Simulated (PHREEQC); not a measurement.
## Spent oxide etchant: an equilibrium model

Solution (25 °C): 3.45 mmol/kgw NH4HF2, 1 mmol/kgw (NH4)2SiF6 and 9.5 mmol/kgw H3PO4. Closed to the air; pH follows from the charge balance.

Computed with PHREEQC (ion-association model, phreeqc.dat).

This is a speciation only: nothing precipitates in the calculation.

Question: Predict the pH, ionic strength.

Answer: pH 2.43; ionic strength 0.0105 mol/kgw.

Question: In which forms is P present?

Answer: H2PO4- 67 %, H3PO4 33 % of the P.

Complexes and solids missing from the database can't appear. SiF6-2 is the database's only silicon fluoride.
